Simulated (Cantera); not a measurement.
# AlN + Cl2 + H2 (nitride etching)

Charge: 1 mol AlN, 18 mol Cl2, 36 mol H2, at 1.20 Pa.

Cantera equilibrium calculation (NASA polynomials, part measured and part estimated; ideal gas, pure solids and liquids). Candidate condensed phases: Al, AlCl3, AlN, NH4Cl; 20 gas species. The tables' values for AlCl2 are old estimates; treat these amounts as uncertain. Equilibrium is a limit: real reactors are often held back by kinetics, nucleation or transport.

From 1150 K to 1750 K nothing is condensed. The main Al-bearing gas is AlCl3 at 1150 K and AlCl at 1750 K.

```json
[
 {"T (K)": "1150", "log p HCl": "-5.13", "log p H2": "-5.36", "log p Cl": "-9.64", "log p H": "-9.81", "log p AlCl3": "-6.66", "log p AlCl": "-9.76", "log p N2": "-6.95"},
 {"T (K)": "1200", "log p HCl": "-5.13", "log p H2": "-5.36", "log p Cl": "-9.22", "log p H": "-9.39", "log p AlCl3": "-6.66", "log p AlCl": "-9.13", "log p N2": "-6.95"},
 {"T (K)": "1250", "log p HCl": "-5.13", "log p H2": "-5.36", "log p Cl": "-8.84", "log p H": "-9.00", "log p AlCl3": "-6.67", "log p AlCl": "-8.55", "log p N2": "-6.95"},
 {"T (K)": "1300", "log p HCl": "-5.13", "log p H2": "-5.37", "log p Cl": "-8.48", "log p H": "-8.64", "log p AlCl3": "-6.69", "log p AlCl": "-8.03", "log p N2": "-6.95"},
 {"T (K)": "1350", "log p HCl": "-5.13", "log p H2": "-5.37", "log p Cl": "-8.15", "log p H": "-8.31", "log p AlCl3": "-6.75", "log p AlCl": "-7.59", "log p N2": "-6.96"},
 {"T (K)": "1400", "log p HCl": "-5.13", "log p H2": "-5.37", "log p Cl": "-7.84", "log p H": "-8.00", "log p AlCl3": "-6.86", "log p AlCl": "-7.25", "log p N2": "-6.96"},
 {"T (K)": "1450", "log p HCl": "-5.13", "log p H2": "-5.38", "log p Cl": "-7.55", "log p H": "-7.71", "log p AlCl3": "-7.04", "log p AlCl": "-7.01", "log p N2": "-6.96"},
 {"T (K)": "1500", "log p HCl": "-5.13", "log p H2": "-5.39", "log p Cl": "-7.28", "log p H": "-7.45", "log p AlCl3": "-7.29", "log p AlCl": "-6.86", "log p N2": "-6.96"},
 {"T (K)": "1550", "log p HCl": "-5.13", "log p H2": "-5.39", "log p Cl": "-7.03", "log p H": "-7.20", "log p AlCl3": "-7.58", "log p AlCl": "-6.78", "log p N2": "-6.96"},
 {"T (K)": "1600", "log p HCl": "-5.13", "log p H2": "-5.39", "log p Cl": "-6.80", "log p H": "-6.96", "log p AlCl3": "-7.90", "log p AlCl": "-6.74", "log p N2": "-6.97"},
 {"T (K)": "1650", "log p HCl": "-5.14", "log p H2": "-5.40", "log p Cl": "-6.59", "log p H": "-6.74", "log p AlCl3": "-8.22", "log p AlCl": "-6.72", "log p N2": "-6.97"},
 {"T (K)": "1700", "log p HCl": "-5.15", "log p H2": "-5.40", "log p Cl": "-6.40", "log p H": "-6.53", "log p AlCl3": "-8.54", "log p AlCl": "-6.71", "log p N2": "-6.97"},
 {"T (K)": "1750", "log p HCl": "-5.17", "log p H2": "-5.40", "log p Cl": "-6.22", "log p H": "-6.34", "log p AlCl3": "-8.87", "log p AlCl": "-6.70", "log p N2": "-6.98"}
]
```
log p: log10 of the partial pressure in bar; nothing condenses.
